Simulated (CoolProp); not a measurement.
R123 along the isotherm 226.85 °C: Z from the reference equation and from simpler models built on Tc = 183.7 °C, pc = 3.662 MPa, ω = 0.282; each cubic takes its own stable root.

Values from CoolProp's reference Helmholtz-energy equation of state, Younglove 1994. It is a modified Benedict-Webb-Rubin equation, recast in Helmholtz form.

```tsv
p (MPa)	phase	reference	van der Waals	Redlich-Kwong	Soave-Redlich-Kwong	Peng-Robinson
3.33	gas	0.7326	0.7257	0.7192	0.7414	0.7150
6.66	supercritical	0.4056	0.4390	0.4217	0.4719	0.4404
9.99	supercritical	0.4371	0.5531	0.4804	0.5066	0.4638
13.3	supercritical	0.5250	0.6808	0.5711	0.5919	0.5385
16.6	supercritical	0.6174	0.8080	0.6641	0.6827	0.6192
20	supercritical	0.7126	0.9373	0.7592	0.7765	0.7031
23.3	supercritical	0.8040	1.061	0.8503	0.8668	0.7840
26.6	supercritical	0.8942	1.183	0.9400	0.9559	0.8640
30	supercritical	0.9860	1.308	1.031	1.047	0.9456
33.3	supercritical	1.074	1.427	1.119	1.133	1.024
36.6	supercritical	1.161	1.546	1.205	1.219	1.101
```
